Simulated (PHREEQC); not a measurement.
Dissolve 0.0013 mol CuSO4 and 0.04 mol FeCl3 per kg of water at 15 °C. Closed to the air; pH follows from the charge balance.

Equilibrium calculation in PHREEQC: ion-association model, phreeqc.dat.

Precipitation was switched off in this run.

### Question
Order these Cl species by the share of Cl that they hold, largest first: FeCl2+, FeCl+2, Cl-.

### Answer
Cl- (87 %), FeCl+2 (9.3 %), FeCl2+ (3.6 %)

### Question
Order these Cu species by the share of Cu that they hold, largest first: Cu+2, CuCl2, CuSO4, CuCl+.

### Answer
Cu+2 (94 %), CuCl+ (5.4 %), CuSO4 (0.25 %), CuCl2 (0.14 %)

The pH is 2.07 and the ionic strength 0.189 mol/kgw. Examples of supersaturated solids here: Hematite (slow to form), Goethite (slow to form). Others may be too. Complexes and solids missing from the database can't appear.
